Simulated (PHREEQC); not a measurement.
A solution holds 0.0014 mol/kgw SrBr2, 0.011 mol/kgw SrCl2 and 0.0077 mol/kgw NaAlO2, at 75 °C. Closed to the air; pH follows from the charge balance.

Equilibrium calculation in PHREEQC: ion-association model, wateq4f.dat.

Each row changes one thing in this solution. This is a speciation only: nothing precipitates in the calculation.

```
case                                     pH  ionic strength (mol/kgw)  Al(OH)3 (mol/kgw)  Al(OH)2+ (mol/kgw)  SrOH+ (mol/kgw)  AlOH+2 (mol/kgw)  SI of Al(OH)3(a) (Al(OH)3)  SI of Boehmite (AlOOH)
-------------------------------------  ----  ------------------------  -----------------  ------------------  ---------------  ----------------  --------------------------  ----------------------
as made                                7.80                    0.0449            1.49e-5             1.46e-7          2.22e-8          2.07e-11                       +0.27                   +2.67
temperature from 75 to 60 °C           8.06                    0.0449            1.31e-5             1.24e-7          4.18e-8          2.02e-11                       +0.42                   +2.77
0.004 mol/kgw Al(NO3)3 added           5.26                    0.0525            0.00192             0.00651         6.26e-11          0.000327                       +2.38                   +4.78
SrBr2 left out                         7.80                    0.0407            1.49e-5             1.43e-7          2.02e-8          1.97e-11                       +0.27                   +2.67
SrBr2 from 0.0014 to 0.00028 mol/kgw   7.80                    0.0415            1.49e-5             1.44e-7          2.06e-8          1.99e-11                       +0.27                   +2.67
SrBr2 from 0.0014 to 0.00014 mol/kgw   7.80                    0.0411            1.49e-5             1.44e-7          2.04e-8          1.98e-11                       +0.27                   +2.67
NaAlO2 from 0.0077 to 0.0385 mol/kgw   8.12                    0.0757            3.36e-5             1.62e-7          4.20e-8          1.22e-11                       +0.63                   +3.02
diluted 2-fold with water              7.67                    0.0225            1.05e-5             1.30e-7          9.47e-9          2.15e-11                       +0.12                   +2.51
NaAlO2 from 0.0077 to 0.00847 mol/kgw  7.82                    0.0457            1.57e-5             1.46e-7          2.31e-8          1.99e-11                       +0.30                   +2.69
```

Some of these states are supersaturated (in Al(OH)3(a), Boehmite (slow to form), for instance). Constants without temperature data keep their 25 °C values here.
